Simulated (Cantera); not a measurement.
## Equilibrium for tantalum, niobium, vanadium and zirconium in process gases: Ta(OEt)5 + CO2 + H2

A closed system holds: 1 mol Ta(OEt)5, 5.7 mol CO2, 14 mol H2, held at 0.180 Pa.

These are equilibrium values from Cantera (NASA tables, ideal gas, pure condensed phases), not measurements of a reactor. Candidate condensed phases: C, C6H6, C7H8, C8H18, H2O, Ta, TaC, Ta2O5; 113 gas species. The feed counts by its element totals alone. Mutual solubility and eutectic melting of coexisting phases are not modelled. Condensed phases not in the tables: Ta2C, N, O or C dissolved in the metal. Equilibrium is a limit: real reactors are often held back by kinetics, nucleation or transport.

From 1250 °C to 1450 °C the condensed part is Ta(s) + Ta2O5(s). From 1550 °C to 2050 °C the condensed part is Ta(s). The main Ta-bearing gas is TaO2 at 1250 °C and TaO at 2050 °C. The share of Ta in condensed phases is highest at 1250 °C (100.0 %) and lowest at 2050 °C (30.3 %).

```csv
T (°C),x H,x H2,x CO,x TaO,x TaO2,x H2O,x CO2,n Ta(s),n Ta2O5(s)
1250,0.0135,0.617,0.370,2.03e-6,9.50e-6,6.96e-5,1.55e-5,0.721,0.139
1350,0.0397,0.595,0.365,3.45e-5,0.000168,0.000139,2.75e-5,0.721,0.135
1450,0.100,0.544,0.352,0.000419,0.00210,0.000241,4.45e-5,0.695,0.0964
1550,0.216,0.447,0.329,0.00215,0.00613,0.000195,3.66e-5,0.604,0
1650,0.388,0.306,0.296,0.00475,0.00419,6.71e-5,1.51e-5,0.527,0
1750,0.567,0.160,0.263,0.00782,0.00193,1.53e-5,5.38e-6,0.418,0
1850,0.683,0.0653,0.241,0.00956,0.000582,2.29e-6,1.68e-6,0.340,0
1950,0.735,0.0237,0.232,0.0100,0.000148,2.91e-7,5.31e-7,0.312,0
2050,0.753,0.00861,0.228,0.0101,3.96e-5,3.92e-8,1.83e-7,0.303,0
```
x: gas mole fraction; n: condensed amount in mol.
